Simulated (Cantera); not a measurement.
Feed: 1 mol Hg, 0.13 mol H2, held at 0.133 bar.

Equilibrium computed with Cantera from the NASA thermochemical tables; the gas is ideal and each condensed phase is pure. Candidate condensed phases: Hg; 3 gas species. Rates play no part.

**Question.** Which condensed phases are stable at each of these points (T (°C)): 252, 302, 352, 402, 452, 502, 552, 602?

**Answer.** 
```tsv
T (°C)	condensed phases	Hg condensed (%)
252	Hg(l)	55.5
302	gas only	0.0
352	gas only	0.0
402	gas only	0.0
452	gas only	0.0
502	gas only	0.0
552	gas only	0.0
602	gas only	0.0
```

At 252 °C the condensed part is Hg(l). From 302 °C to 602 °C nothing is condensed.
